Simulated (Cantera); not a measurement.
An isothermal, constant-pressure homogeneous reactor starts with C₂H₆ : H₂ = 1 : 8.4 (molar parts), at 1300 K and 0.0267 bar. Integrator tolerance rtol = 1e-08.

Computed with Cantera and GRI-Mech 3.0 (53 species, 325 reactions). GRI-Mech 3.0 stops at C3 and has no aromatics, soot or wall deposition, so with more carbon than oxygen in the feed, carbon stays in small species such as C2H2 where larger ones or solid carbon would form. Radical loss at walls, strong at low pressure, is not modelled.

Question: What does this change do: H2 8.4 to 5.3 parts?

Answer: 
```tsv
quantity	before	after
x(C₂H₆) at 20.0 s	4.85e-6 (gas-phase equilibrium 4.79e-6)	6.82e-6 (gas-phase equilibrium 6.53e-6)
x(H₂) at 20.0 s	0.876 (gas-phase equilibrium 0.879)	0.830 (gas-phase equilibrium 0.839)
x(CH₂) at 20.0 s	3.53e-11 (gas-phase equilibrium 3.53e-11)	4.18e-11 (gas-phase equilibrium 4.22e-11)
x(C₂H₄) at 20.0 s	0.00393 (gas-phase equilibrium 0.00406)	0.00546 (gas-phase equilibrium 0.00580)
x(C₂H₂) at 20.0 s	0.0588 (gas-phase equilibrium 0.0611)	0.0857 (gas-phase equilibrium 0.0913)
```

Question: What does this change do: temperature 1300 to 1598 K?

Answer: 
```tsv
quantity	before	after
x(C₂H₆) at 20.0 s	4.85e-6 (gas-phase equilibrium 4.79e-6)	9.31e-8 (gas-phase equilibrium 2.46e-8)
x(H₂) at 20.0 s	0.876 (gas-phase equilibrium 0.879)	0.909 (gas-phase equilibrium 0.911)
x(CH₂) at 20.0 s	3.53e-11 (gas-phase equilibrium 3.53e-11)	1.17e-8 (gas-phase equilibrium 4.79e-9)
x(C₂H₄) at 20.0 s	0.00393 (gas-phase equilibrium 0.00406)	0.000234 (gas-phase equilibrium 0.000236)
x(C₂H₂) at 20.0 s	0.0588 (gas-phase equilibrium 0.0611)	0.0852 (gas-phase equilibrium 0.0866)
```
